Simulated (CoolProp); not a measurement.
20 sccm (0 °C, 1 atm) of nitrogen bubbles through liquid m-xylene at 351.8 K and leaves saturated at a total pressure of 0.15 MPa (ideal gas phase). Each further row changes one setting.

Values from CoolProp's reference Helmholtz-energy equation of state, Zhou 2012.

```tsv
case	vapour pressure (kPa)	mole fraction of vapour	delivery (mg/min)	delivery (sccm)	change of delivery for a bath 1 K warmer (%)
as stated	14.3	[?]	10.0	2.11	4.4
bath temperature 356.8 K	17.4	0.116	[?]	2.62	4.4
total pressure 0.3 MPa	14.3	0.0478	4.76	[?]	4.2
```

Task: Complete the blanks.

Result: 
- as stated, mole fraction of vapour: 0.0956
- bath temperature 356.8 K, delivery (mg/min): 12.4
- total pressure 0.3 MPa, delivery (sccm): 1.00
